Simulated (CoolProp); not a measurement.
Properties of neopentane along the isobar 1.52 MPa (Tc = 433.7 K, pc = 3.196 MPa, ω = 0.196).

Computed with CoolProp (reference Helmholtz-energy equation of state, Lemmon 2006). It is a short technical equation, of lower accuracy than the large ones.

```tsv
T (K)	phase	density (kg/m³)	cp (kJ/(kg K))	cv (kJ/(kg K))	expansivity (1/kK)
281.7	liquid	604.3	2.206	1.649	[?]
294.9	liquid	590.4	2.281	[?]	1.827
308.2	liquid	575.7	2.360	1.764	1.965
321.4	liquid	560.3	2.443	[?]	[?]
334.6	liquid	544.0	2.532	1.879	2.358
347.8	liquid	526.4	2.631	1.937	2.651
361.1	liquid	506.8	2.747	1.996	[?]
374.3	liquid	484.9	2.889	2.056	[?]
```

**Question.** Complete the blanks.

**Answer.** 
- 281.7, expansivity (1/kK): 1.716
- 294.9, cv (kJ/(kg K)): 1.706
- 321.4, cv (kJ/(kg K)): 1.822
- 321.4, expansivity (1/kK): 2.137
- 361.1, expansivity (1/kK): 3.066
- 374.3, expansivity (1/kK): 3.692
